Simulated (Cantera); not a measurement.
Feed: 1 mol Cu2O, 2.3 mol C, 0.13 mol CO, equilibrated at 3.40 bar.

These are equilibrium values from Cantera (NASA tables, ideal gas, pure condensed phases), not measurements of a reactor. Candidate condensed phases: C, Cu, CuO, Cu2O; 15 gas species. Equilibrium is a limit: real reactors are often held back by kinetics, nucleation or transport. All values below are at 2673 K.

Base state: CO 0.867, Cu 0.130, Cu2 0.00278 (mole fractions); condensed: C(graphite) + Cu(l).

**Question.** What changes in the equilibrium state with this change: 0.1 mol H2 added?

**Answer.** 
| species | before | after |
|---|---|---|
| CO | 0.867 | 0.793 |
| Cu | 0.130 | 0.130 |
| H2 | 0 | 0.0652 |
| H | 0 | 0.00710 |
| C2H2 (acetylene) | 0 | 0.00139 |
| C2H | 0 | 1.53e-5 |
| C4H2 | 0 | 1.24e-5 |
| Cu2 | 0.00278 | 0.00278 |
| C(graphite), mol | 1.30 | 1.30 |
| Cu(l), mol | 1.82 | 1.81 |
Further candidate phases: C6H6, C7H8, C8H18, Cu(OH)2, H2O.
